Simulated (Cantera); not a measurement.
Charge: 1 mol Fe, 0.039 mol H2S, 92 mol H2, at 775 °C and 0.140 bar.

Method: chemical equilibrium by Gibbs-energy minimisation in Cantera with the NASA 1993 tables (ideal gas, pure condensed phases). Candidate condensed phases: Fe, FeS, FeS2, S; 8 gas species. Rates play no part.

Base state: H2 1.000, H2S 0.000424 (mole fractions); condensed: Fe(α).

Problem. What changes in the equilibrium state with this change: temperature from 775 °C to 400 °C?

Solution. 
```tsv
species	before	after
H2	1.000	1.000
H2S	0.000424	2.33e-5
Fe(α), mol	1.00	0.963
FeS(s), mol	0	0.0369
```
FeS: taken at fixed stoichiometry.
